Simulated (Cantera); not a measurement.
Cantera run, input and output.

```python
import numpy as np
import cantera as ct

gas = ct.Solution("gri30.yaml")
gas.TPX = 2223, 24000, {'CH4': 1, 'CO2': 0.72, 'H2': 0.2}
inlet = ct.Reservoir(gas, clone=True)

reactor = ct.IdealGasConstPressureReactor(gas, energy="off", clone=False)
exhaust = ct.Reservoir(gas, clone=True)
tau = [0.55, 0.22, 0.088, 0.035, 0.014, 0.0055, 0.0022, 0.00088, 0.00035, 0.00014][0]
for a, b in ((inlet, reactor), (reactor, exhaust)):
    ct.MassFlowController(a, b, mdot=lambda t: reactor.mass / tau)
net = ct.ReactorNet([reactor])
show = ['CH4', 'CO2', 'H2', 'CH2', 'HCO']

rows = []
print(f"{'tau/s':>10s}{'T/K':>9s}" + "".join(f"{s:>11s}" for s in show))
for tau in [0.55, 0.22, 0.088, 0.035, 0.014, 0.0055, 0.0022, 0.00088, 0.00035, 0.00014]:
    net.initial_time = 0.0
    net.advance(30 * tau)
    before = gas.X
    net.advance(40 * tau)
    drift = np.max(np.abs(gas.X - before) / (gas.X + 1e-9))
    rows.append([gas.T, *gas[show].X, drift])
    print(f"{tau:10.3e}{gas.T:9.1f}" + "".join(f"{x:11.3e}" for x in gas[show].X))
```

Result:

```
     tau/s      T/K        CH4        CO2         H2        CH2        HCO
 5.500e-01   2223.0  1.294e-03  4.291e-04  5.547e-01  9.385e-06  2.054e-07
 2.200e-01   2223.0  2.138e-03  1.049e-03  5.505e-01  1.387e-05  2.148e-07
 8.800e-02   2223.0  3.588e-03  2.457e-03  5.416e-01  2.000e-05  2.572e-07
 3.500e-02   2223.0  6.099e-03  5.422e-03  5.243e-01  2.826e-05  3.871e-07
 1.400e-02   2223.0  1.035e-02  1.115e-02  4.963e-01  3.909e-05  6.953e-07
 5.500e-03   2223.0  1.781e-02  2.244e-02  4.578e-01  5.303e-05  1.319e-06
 2.200e-03   2223.0  3.099e-02  4.468e-02  4.187e-01  6.819e-05  2.375e-06
 8.800e-04   2223.0  5.610e-02  8.806e-02  3.923e-01  8.096e-05  4.097e-06
 3.500e-04   2223.0  1.032e-01  1.570e-01  3.775e-01  8.825e-05  6.927e-06
 1.400e-04   2223.0  1.802e-01  2.348e-01  3.449e-01  9.109e-05  1.066e-05
```

Computed with Cantera and GRI-Mech 3.0 (53 species, 325 reactions).
